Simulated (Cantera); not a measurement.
Thermodynamics of abatement and gas-phase synthesis, feed H₂S + H₂ + O₂

Input: 1 mol H₂S, 4.3 mol H₂, 0.43 mol O₂, held at 1000 Pa.

Equilibrium computed with Cantera from the NASA thermochemical tables; the gas is ideal and each condensed phase is pure. Candidate condensed phases: H₂O, H₂SO₄, S; 34 gas species. Ions and electrons are included (thermal ionisation). Kinetics and transport are ignored.

| T (K) | x H | x H₂ | x S | x O | x SO | x OH | x H₂O |
|---|---|---|---|---|---|---|---|
| 3000 | 0.661 | 0.175 | 0.0749 | 0.0358 | 0.0182 | 0.0155 | 0.0124 |
| 3250 | 0.786 | 0.0599 | 0.0785 | 0.0583 | 0.00595 | 0.00746 | 0.00144 |
| 3500 | 0.829 | 0.0197 | 0.0799 | 0.0659 | 0.00166 | 0.00269 | 0.000139 |
| 3750 | 0.843 | 0.00707 | 0.0802 | 0.0680 | 0.000502 | 0.000998 | 1.60e-5 |
| 4000 | 0.848 | 0.00283 | 0.0802 | 0.0686 | 0.000173 | 0.000408 | 2.33e-6 |
| 4250 | 0.849 | 0.00125 | 0.0802 | 0.0689 | 6.69e-5 | 0.000183 | 4.19e-7 |
| 4500 | 0.850 | 0.000604 | 0.0802 | 0.0689 | 2.87e-5 | 8.96e-5 | 9.09e-8 |
| 4750 | 0.850 | 0.000315 | 0.0800 | 0.0690 | 1.34e-5 | 4.71e-5 | 2.31e-8 |
| 5000 | 0.850 | 0.000175 | 0.0798 | 0.0690 | 6.77e-6 | 2.64e-5 | 6.72e-9 |
x: gas mole fraction; nothing condenses.

From 3000 K to 5000 K nothing is condensed.
